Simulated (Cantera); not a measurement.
# Thermodynamics of sublimation and decomposition of ceramics, feed BN + H2

Charge: 1 mol BN, 0.32 mol H2, at 75.0 Torr.

These are equilibrium values from Cantera (NASA tables, ideal gas, pure condensed phases), not measurements of a reactor. Candidate condensed phases: B, BN; 15 gas species. Mutual solubility and eutectic melting of coexisting phases are not modelled. The tables' values for BH2 are old estimates; treat these amounts as uncertain. Gases not in the tables: B2H6 and higher boranes. Equilibrium is a limit: real reactors are often held back by kinetics, nucleation or transport.

```tsv
T (K)	x H2	x N2	x H	x B	x BH2	x BN	x BH	n B(s)	n BN(s)	n B(l)
1948	0.996	0.000530	0.00357	5.48e-7	0.000343	5.03e-9	4.82e-7	0.000227	1.000	0
2023	0.992	0.00165	0.00598	1.95e-6	0.000529	2.58e-8	1.29e-6	0.000888	0.999	0
2098	0.985	0.00474	0.00966	6.30e-6	0.000788	1.18e-7	3.21e-6	0.00280	0.997	0
2173	0.971	0.0127	0.0150	1.88e-5	0.00113	4.83e-7	7.47e-6	0.00788	0.992	0
2248	0.944	0.0316	0.0226	5.21e-5	0.00156	1.80e-6	1.63e-5	0.0206	0.979	0
2323	0.891	0.0744	0.0325	0.000135	0.00204	6.15e-6	3.31e-5	0.0516	0.948	0
2398	0.770	0.184	0.0437	0.000312	0.00228	1.94e-5	5.85e-5	0	0.852	0.147
2473	0.493	0.455	0.0495	0.000667	0.00180	5.72e-5	8.30e-5	0	0.439	0.559
2548	0.348	0.591	0.0577	0.00136	0.00154	0.000117	0.000119	0	0	0.997
2623	0.334	0.584	0.0769	0.00266	0.00178	0.000203	0.000194	0	0	0.996
2698	0.316	0.576	0.100	0.00502	0.00201	0.000339	0.000304	0	0	0.993
```
x: gas mole fraction; n: condensed amount in mol.

From 1948 K to 2323 K the condensed part is B(s) + BN(s). From 2398 K to 2473 K the condensed part is B(l) + BN(s). From 2548 K to 2698 K the condensed part is B(l).
